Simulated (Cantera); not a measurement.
Feed: 1 mol SiH4, 3.2 mol H2O, 8.8 mol H2, 0.2 mol O2, at 1.00 bar.

Equilibrium computed with Cantera from the NASA thermochemical tables; the gas is ideal and each condensed phase is pure. Candidate condensed phases: H2O, Si, SiO2; 18 gas species. The tables hold silica as quartz up to 1696 K and as liquid above; real silica turns to tridymite and cristobalite and melts near 1996 K. Gases not in the tables: Si(OH)4. Rates play no part.

log p: log10 of the partial pressure in bar; n: condensed amount in mol.

```
T (K)  log p H2  log p H2O  log p H  log p SiO  n SiO2(α-quartz)  n SiO2(β-quartz)  n SiO2(condensed)
-----  --------  ---------  -------  ---------  ----------------  ----------------  -----------------
825       -0.05      -0.94      ___       <-12              1.00                 0                  0
925       -0.05      -0.94      ___       <-12                 0              1.00                  0
1025      -0.05      -0.94      ___       <-12                 0              1.00                  0
1125      -0.05      -0.94      ___       <-12                 0              1.00                  0
1225      -0.05      -0.94      ___       <-12                 0              1.00                  0
1325      -0.05      -0.94      ___     -10.37                 0              1.00                  0
1425      -0.05      -0.94      ___      -8.87                 0              1.00                  0
1525      -0.05      -0.94      ___      -7.57                 0              1.00                  0
1625      -0.05      -0.94      ___      -6.43                 0             1.000                  0
1725      -0.05      -0.94      ___      -5.43                 0                 0              1.000
1825      -0.05      -0.94      ___      -4.56                 0                 0              1.000
```

Problem. Complete the blanks.

Solution. 
- 825, log p H: -11.13
- 925, log p H: -9.61
- 1025, log p H: -8.39
- 1125, log p H: -7.38
- 1225, log p H: -6.53
- 1325, log p H: -5.81
- 1425, log p H: -5.19
- 1525, log p H: -4.65
- 1625, log p H: -4.18
- 1725, log p H: -3.76
- 1825, log p H: -3.38
